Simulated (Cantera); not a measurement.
# Premixed flame

A freely propagating, adiabatic, planar premixed flame of CO : H2 : CH4 : O2 : N2 = 1 : 0.2 : 0.1 : 0.833 : 3.13 (molar parts), unburnt at 425 K and 0.690 bar; mixture-averaged transport, grid criteria slope 0.08 and curve 0.16, no radiation.

Cantera simulation using GRI-Mech 3.0 (53 species, 325 reactions); the numbers are that mechanism's predictions, not measurements. Burning velocities carry a grid error of a few per cent, more on coarse grids.

| z (mm) | T (K) | u (m/s) | x CO | x H2 | x CH4 | x NO | x O | x O2 |
|---|---|---|---|---|---|---|---|---|
| -2.10 | 425 | 1.22 | 0.190 | 0.0380 | 0.0190 | <1e-8 | <1e-8 | 0.158 |
| -1.40 | 425 | 1.22 | 0.190 | 0.0379 | 0.0190 | <1e-8 | <1e-8 | 0.158 |
| -1.05 | 425 | 1.22 | 0.190 | 0.0377 | 0.0190 | <1e-8 | <1e-8 | 0.158 |
| -0.699 | 426 | 1.22 | 0.190 | 0.0368 | 0.0190 | <1e-8 | 1.49e-8 | 0.158 |
| -0.349 | 477 | 1.36 | 0.190 | 0.0322 | 0.0187 | 1.00e-8 | 3.27e-6 | 0.158 |
| -0.175 | 782 | 2.22 | 0.181 | 0.0255 | 0.0152 | 2.00e-7 | 0.000218 | 0.145 |
| 0 | 1242 | 3.50 | 0.162 | 0.0163 | 0.00412 | 1.35e-6 | 0.00349 | 0.107 |
| 0.175 | 1489 | 4.14 | 0.129 | 0.00836 | 0.000121 | 4.50e-6 | 0.0105 | 0.0731 |
| 0.349 | 1612 | 4.42 | 0.103 | 0.00679 | 1.22e-6 | 8.86e-6 | 0.0130 | 0.0577 |
| 0.699 | 1755 | 4.74 | 0.0792 | 0.00715 | <1e-8 | 1.72e-5 | 0.0125 | 0.0468 |
| 1.40 | 1896 | 5.07 | 0.0695 | 0.00665 | <1e-8 | 2.93e-5 | 0.00990 | 0.0415 |
| 2.80 | 2031 | 5.39 | 0.0622 | 0.00546 | <1e-8 | 4.67e-5 | 0.00688 | 0.0373 |
| 5.59 | 2150 | 5.65 | 0.0532 | 0.00427 | <1e-8 | 8.02e-5 | 0.00452 | 0.0327 |
x: mole fraction of selected species; z is measured from the peak of heat release.

```json
{
 "laminar_burning_velocity": "122 cm/s",
 "thermal_thickness": "0.699 mm",
 "peak x(O)": "0.0131",
 "grid_points": "153"
}
```
